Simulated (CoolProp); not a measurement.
Model: reference Helmholtz-energy equation of state, Lemmon 2006, in CoolProp. It is a short technical equation, of lower accuracy than the large ones.

Q: For R141b, give the phase and the cv (kJ/(kg K)), Prandtl number, fugacity coefficient at 384.2 K and 0.658 MPa; 384.2 K and 7.9 MPa; 384.2 K and 8.55 MPa.

A: 
- 384.2 K and 0.658 MPa: gas; cv 0.847, Prandtl number 0.677, fugacity coefficient 0.895
- 384.2 K and 7.9 MPa: liquid; cv 0.886, Prandtl number 3.38, fugacity coefficient 0.120
- 384.2 K and 8.55 MPa: liquid; cv 0.886, Prandtl number 3.39, fugacity coefficient 0.113

Viscosity comes from a separate model (Huber 2003), an estimate that may be off by 10 % or more. Thermal conductivity comes from a separate model (Huber 2003), an estimate that may be off by 10 % or more.
